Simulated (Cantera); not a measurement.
Standard-state values (1 bar) from the NASA 1993 polynomials, evaluated with Cantera. Values are per mole of reaction as written; species without (g) are pure solids or liquids, kept so even where they would boil at 1 bar.

a) 0.8 Nb + O2(g) → 0.4 Nb2O5
b) 2 Ti + O2(g) → 2 TiO(g)
c) 2 B + O2(g) → B2O2(g)

**Question.** Order these by ΔG° at 1875 K, most negative first.

**Answer.** c (-500 kJ), a (-444 kJ), b (-228 kJ)
